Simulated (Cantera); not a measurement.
A closed system holds: 1 mol CaO, 48 mol Cl2, 22 mol N2, at 1675 K and 15.0 mbar.

Method: chemical equilibrium by Gibbs-energy minimisation in Cantera with the NASA 1993 tables (ideal gas, pure condensed phases). Candidate condensed phases: Ca, CaCl2, CaO; 17 gas species. Rates play no part.

Base state: Cl 0.583, N2 0.221, Cl2 0.181, CaCl2 0.0100, O2 0.00486, NO 0.000212, ClO 0.000100, O 1.94e-5 (mole fractions); condensed: gas only.

### Question
What changes in the equilibrium state with this change: pressure from 15.0 mbar to 0.160 bar?

### Answer
| species | before | after |
|---|---|---|
| Cl2 | 0.181 | 0.435 |
| Cl | 0.583 | 0.277 |
| N2 | 0.221 | 0.269 |
| CaCl2 | 0.0100 | 0.0122 |
| O | 1.94e-5 | 6.55e-6 |
| ClO | 0.000100 | 0.000171 |
| NO | 0.000212 | 0.000258 |
| O2 | 0.00486 | 0.00589 |
